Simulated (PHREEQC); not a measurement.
Phosphoric acid bath (model solution)

Consider water at 25 °C with 0.0041 mol/kgw H3PO4 and 0.00013 mol/kgw NaHF2. Closed to the air; pH follows from the charge balance.

All values are PHREEQC results (ion-association model, phreeqc.dat), not measurements.

No solid was allowed to form.

### Question
Predict the pH.

### Answer
pH 2.56.

### Question
In which forms is F present?

### Answer
HF 79 %, F- 21 % of the F.
